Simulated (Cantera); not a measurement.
Input: 1 mol FeS2, 1.6 mol H2S, 8.9 mol H2O, equilibrated at 798.15 K and 52.0 mbar.

Method: chemical equilibrium by Gibbs-energy minimisation in Cantera with the NASA 1993 tables (ideal gas, pure condensed phases). Candidate condensed phases: Fe, FeO, Fe(OH)2, Fe(OH)3, FeS, FeSO4, FeS2, Fe2O3, Fe2(SO4)3, Fe3O4, H2O, H2SO4, S; 22 gas species. Gases not in the tables: S3 to S7. Rates play no part.

Base state: H2O 0.844, H2S 0.147, H2 0.00645, S2 0.00233, SO2 0.000585 (mole fractions); condensed: FeS2(s).

What changes in the equilibrium state with this change: temperature from 798.15 K to 848.15 K?


```json
[
 {"species": "H2O", "before": "0.844", "after": "0.806"},
 {"species": "H2S", "before": "0.147", "after": "0.159"},
 {"species": "S2", "before": "0.00233", "after": "0.0214"},
 {"species": "S2O", "before": "8.05e-6", "after": "0.000154"},
 {"species": "SO2", "before": "0.000585", "after": "0.00825"},
 {"species": "H2", "before": "0.00645", "after": "0.00511"},
 {"species": "FeS2(s), mol", "before": "1.00", "after": "0.320"},
 {"species": "FeS(s), mol", "before": "0", "after": "0.680"}
]
```
FeS: taken at fixed stoichiometry.
